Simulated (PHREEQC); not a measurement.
2.1 g of hydrous ferric oxide (600 m²/g; 0.2 weak and 0.005 strong sites per Fe, Dzombak-Morel constants, diffuse double layer) in 1 kg of water with 0.05 mol/kgw of an inert sodium salt and 4.9e-06 mol/kgw CaCl2, at 25 °C; the pH is set by adding NaOH or the inert anion's acid. O2 is buffered at 0.21 atm. CO2 from the air is kept out. No solid was allowed to form.

Model: ion-association model, wateq4f.dat, run in PHREEQC.

```
pH     Ca sorbed (%)  surface charge σ (C/m²)  surface potential ψ (mV)
-----  -------------  -----------------------  ------------------------
3                0.0                    0.358                       168
3.67             0.0                    0.324                       164
4.33             0.0                    0.260                       153
5                0.0                    0.182                       135
5.67             0.1                    0.115                       112
6.33             0.5                        ?                        86
7.67            42.0                    0.012                         ?
8.33               ?                   -0.006                       -11
9               99.3                   -0.026                       -45
9.67               ?                   -0.055                       -76
10.33          100.0                   -0.097                      -103
11             100.0                   -0.159                      -127
```

Q: What belongs in the gaps?

A: 
- 6.33, surface charge σ (C/m²): 0.067
- 7.67, surface potential ψ (mV): 23
- 8.33, Ca sorbed (%): 90.9
- 9.67, Ca sorbed (%): 99.9

Species that the database lacks are ignored. The oxide is taken as insoluble; below pH 4 it would dissolve.
